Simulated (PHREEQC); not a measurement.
Polishing slurry liquid

Consider water at 75 °C with 0.0055 mol KOH and 1.3e-06 mol H4SiO4 per kg of water. Closed to the air; pH follows from the charge balance.

Computed with PHREEQC (ion-association model, phreeqc.dat).

No solid was allowed to form.

### Question
Estimate the pH, specific conductance.

### Answer
pH 10.39; specific conductance 3320 µS/cm.

### Question
In which forms is Si present?

### Answer
H3SiO4- 91 %, H4SiO4 6.4 %, H2SiO4-2 2.2 % of the Si.

Species that the database lacks are ignored. Constants without temperature data keep their 25 °C values here.
